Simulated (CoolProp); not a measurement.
Saturation properties of R142b.

Model: reference Helmholtz-energy equation of state, Lemmon 2006, in CoolProp. It is a short technical equation, of lower accuracy than the large ones.

| T (K) | p (MPa) | liquid cp (kJ/(kg K)) | vapour Z | surface tension (mN/m) | vapour viscosity (µPa s) | liquid conductivity (mW/(m K)) |
|---|---|---|---|---|---|---|
| 327.8 | 0.7680 | 1.411 | 0.8367 | 7.81 | 11.4 | 71.3 |
| 332.1 | 0.8539 | 1.429 | ___ | 7.31 | 11.6 | 69.9 |
| 336.4 | 0.9467 | 1.448 | 0.8115 | 6.82 | 11.9 | 68.5 |
| 340.7 | 1.047 | 1.469 | 0.7979 | 6.33 | 12.1 | 67.2 |
| 345 | 1.154 | 1.491 | 0.7836 | 5.85 | 12.3 | 65.8 |
| 349.4 | 1.273 | 1.516 | 0.7682 | 5.37 | 12.6 | 64.5 |
| 353.7 | 1.397 | 1.544 | 0.7523 | 4.90 | 12.9 | 63.2 |
| 358 | 1.530 | 1.575 | 0.7356 | 4.44 | 13.2 | 61.9 |
| 362.3 | 1.672 | 1.610 | 0.7179 | 4.00 | 13.5 | 60.6 |
| 366.7 | 1.827 | 1.651 | 0.6987 | 3.55 | 13.9 | 59.4 |
| 371 | 1.989 | 1.699 | 0.6788 | 3.12 | 14.3 | 58.2 |
| 375.3 | 2.162 | 1.757 | 0.6575 | 2.70 | 14.7 | 57.0 |
| 379.6 | 2.346 | 1.829 | 0.6346 | 2.30 | 15.2 | 55.8 |
| 383.9 | 2.541 | ___ | 0.6098 | 1.91 | 15.7 | 54.7 |
| 388.3 | 2.754 | 2.048 | 0.5821 | 1.52 | ___ | ___ |

Q: Complete the blanks.

A: 
- 332.1, vapour Z: 0.8244
- 383.9, liquid cp (kJ/(kg K)): 1.920
- 388.3, vapour viscosity (µPa s): 16.4
- 388.3, liquid conductivity (mW/(m K)): 53.6

It boils at 264.0 K under 1 atm.

Viscosity comes from a separate model (Huber 2003), an estimate that may be off by 10 % or more. Thermal conductivity comes from a separate model (Huber 2003), an estimate that may be off by 10 % or more. Surface tension comes from a separate correlation (Mulero 2012).
